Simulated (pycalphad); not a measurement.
# Solubility of C in HCP_A3 Ti

CALPHAD calculation (pycalphad, COST 507 light-alloy database (1999)), 1 atm. The database dates from 1999; later assessments differ in places, in temperatures and in the compounds included. Diffusion is slow at the low end, where real alloys seldom reach equilibrium.

Each column gives the C content (wt.%) of the matrix in two-phase equilibrium with that one phase alone, all others suspended, so the columns of phases that are not stable there are metastable solubilities; "dissolved" means that the alloy named is a single phase.

```
T (°C)  against FCC_A1  stable phases of Ti-4.24C (wt.%)
------  --------------  --------------------------------
227             0.0024                   FCC_A1 + HCP_A3
307             0.0084                   FCC_A1 + HCP_A3
397              0.024                   FCC_A1 + HCP_A3
487              0.052                   FCC_A1 + HCP_A3
567              0.090                   FCC_A1 + HCP_A3
647               0.14                   FCC_A1 + HCP_A3
737               0.22                   FCC_A1 + HCP_A3
827               0.31                   FCC_A1 + HCP_A3
907               0.40                   FCC_A1 + HCP_A3
```

Problem. Fit ln x(C) against 1/T for the solubility against FCC_A1 (mole fractions, points under 5 at.%).

Solution. The slope gives Q ≈ 37 kJ per mole of dissolved C, with a prefactor of about 0.67; the line misses the points by up to 2.4 %.

FCC_A1 is fcc; HCP_A3 is hcp. The fcc model also describes the rock-salt carbide or nitride (TiC, TiN, HfC).
